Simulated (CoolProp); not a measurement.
Sulfur hexafluoride along the isotherm 351.6 K: Z from the reference equation and from simpler models built on Tc = 318.7 K, pc = 3755 kPa, ω = 0.210; each cubic takes its own stable root.

Values from CoolProp's reference Helmholtz-energy equation of state, Guder 2009.

| p (kPa) | phase | reference |
|---|---|---|
| 17.8 | gas | 0.9989 |
| 30.1 | gas | 0.9981 |
| 50.7 | gas | 0.9967 |
| 85.6 | gas | 0.9945 |
| 144 | gas | 0.9907 |
| 244 | gas | 0.9842 |
| 411 | gas | 0.9733 |
| 694 | gas | 0.9543 |
| 1170 | gas | 0.9215 |
| 1980 | gas | 0.8624 |
| 3340 | gas | 0.7509 |
| 5630 | supercritical | 0.5193 |

How far does each simpler model (Redlich-Kwong, Soave-Redlich-Kwong, Peng-Robinson) lie from the reference over these 12 states: mean and median of the absolute difference, and the worst?


- Redlich-Kwong: mean 0.8 %, median 0.1 %, worst -5.1 % at 351.6 K and 5630 kPa
- Soave-Redlich-Kwong: mean 0.4 %, median 0.0 %, worst +4.5 % at 351.6 K and 5630 kPa
- Peng-Robinson: mean 0.8 %, median 0.3 %, worst -3.2 % at 351.6 K and 3340 kPa
